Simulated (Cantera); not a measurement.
**Moist CO burnout**

A perfectly stirred reactor is fed with CO : O₂ : H₂O : N₂ = 0.0065 : 0.042 : 0.0071 : 1 (molar parts), at 0.132 atm; it is held at 1500 K, and followed from long to short residence time.

Detailed kinetics in Cantera: GRI-Mech 3.0 (53 species, 325 reactions).

```json
[
 {"τ (s)": "2.1", "x CO": "7.01e-5", "x O₂": "0.0368", "x H₂O": "0.00665", "x N₂O": "1.73e-7", "x HO₂": "1.42e-7"},
 {"τ (s)": "1.0", "x CO": "0.000114", "x O₂": "0.0367", "x H₂O": "0.00661", "x N₂O": "1.67e-7", "x HO₂": "2.00e-7"},
 {"τ (s)": "0.49", "x CO": "0.000182", "x O₂": "0.0367", "x H₂O": "0.00657", "x N₂O": "1.54e-7", "x HO₂": "2.67e-7"},
 {"τ (s)": "0.24", "x CO": "0.000288", "x O₂": "0.0367", "x H₂O": "0.00650", "x N₂O": "1.38e-7", "x HO₂": "3.42e-7"},
 {"τ (s)": "0.12", "x CO": "0.000448", "x O₂": "0.0366", "x H₂O": "0.00642", "x N₂O": "1.22e-7", "x HO₂": "4.17e-7"},
 {"τ (s)": "0.058", "x CO": "0.000706", "x O₂": "0.0366", "x H₂O": "0.00631", "x N₂O": "1.07e-7", "x HO₂": "4.90e-7"},
 {"τ (s)": "0.028", "x CO": "0.00110", "x O₂": "0.0366", "x H₂O": "0.00619", "x N₂O": "9.46e-8", "x HO₂": "5.48e-7"},
 {"τ (s)": "0.014", "x CO": "0.00168", "x O₂": "0.0368", "x H₂O": "0.00611", "x N₂O": "8.48e-8", "x HO₂": "5.82e-7"},
 {"τ (s)": "0.0068", "x CO": "0.00259", "x O₂": "0.0372", "x H₂O": "0.00611", "x N₂O": "7.41e-8", "x HO₂": "5.85e-7"}
]
```
x: mole fraction; the columns are a selection and need not sum to one.
